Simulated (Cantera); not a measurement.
**Equilibrium for carbothermic reduction: Cu2O + CH4 + CO + C**

Input: 1 mol Cu2O, 0.7 mol CH4, 2.5 mol CO, 0.49 mol C, held at 1.33 mbar.

Cantera equilibrium calculation (NASA polynomials, part measured and part estimated; ideal gas, pure solids and liquids). Candidate condensed phases: C, C6H6, C7H8, C8H18, Cu, CuO, Cu(OH)2, Cu2O, H2O; 113 gas species. Equilibrium is a limit: real reactors are often held back by kinetics, nucleation or transport.

From 925 °C to 1075 °C the condensed part is C(graphite) + Cu(s). From 1150 °C to 1450 °C the condensed part is C(graphite) + Cu(l). From 1525 °C to 1750 °C the condensed part is C(graphite). The main Cu-bearing gas is Cu throughout.

| T (°C) | x CO | x Cu | x H2 | x H | x Cu2 | x C2H2 (acetylene) | x CO2 | x H2O | n C(graphite) | n Cu(s) | n Cu(l) |
|---|---|---|---|---|---|---|---|---|---|---|---|
| 925 | 0.714 | 8.71e-6 | 0.286 | 2.78e-6 | 2.42e-10 | 2.83e-8 | 1.32e-5 | 7.22e-6 | 0.190 | 2.00 | 0 |
| 1000 | 0.714 | 6.18e-5 | 0.286 | 1.04e-5 | 3.88e-9 | 1.06e-7 | 4.89e-6 | 3.24e-6 | 0.190 | 2.00 | 0 |
| 1075 | 0.714 | 0.000351 | 0.286 | 3.39e-5 | 4.53e-8 | 3.43e-7 | 2.03e-6 | 1.59e-6 | 0.190 | 2.00 | 0 |
| 1150 | 0.713 | 0.00157 | 0.285 | 9.72e-5 | 3.63e-7 | 9.79e-7 | 9.23e-7 | 8.37e-7 | 0.190 | 0 | 1.99 |
| 1225 | 0.710 | 0.00596 | 0.284 | 0.000251 | 2.31e-6 | 2.50e-6 | 4.54e-7 | 4.68e-7 | 0.190 | 0 | 1.97 |
| 1300 | 0.700 | 0.0199 | 0.280 | 0.000589 | 1.22e-5 | 5.77e-6 | 2.35e-7 | 2.71e-7 | 0.190 | 0 | 1.90 |
| 1375 | 0.671 | 0.0592 | 0.268 | 0.00126 | 5.50e-5 | 1.20e-5 | 1.22e-7 | 1.56e-7 | 0.190 | 0 | 1.69 |
| 1450 | 0.599 | 0.160 | 0.238 | 0.00244 | 0.000216 | 2.16e-5 | 5.79e-8 | 8.09e-8 | 0.190 | 0 | 1.06 |
| 1525 | 0.506 | 0.289 | 0.200 | 0.00432 | 0.000399 | 3.46e-5 | 2.58e-8 | 3.89e-8 | 0.190 | 0 | 0 |
| 1600 | 0.505 | 0.288 | 0.198 | 0.00787 | 0.000236 | 6.18e-5 | 1.67e-8 | 2.69e-8 | 0.189 | 0 | 0 |
| 1675 | 0.504 | 0.288 | 0.195 | 0.0137 | 0.000145 | 0.000105 | 1.12e-8 | 1.90e-8 | 0.189 | 0 | 0 |
| 1750 | 0.502 | 0.286 | 0.189 | 0.0226 | 9.18e-5 | 0.000169 | 7.69e-9 | 1.35e-8 | 0.188 | 0 | 0 |
x: gas mole fraction; n: condensed amount in mol.
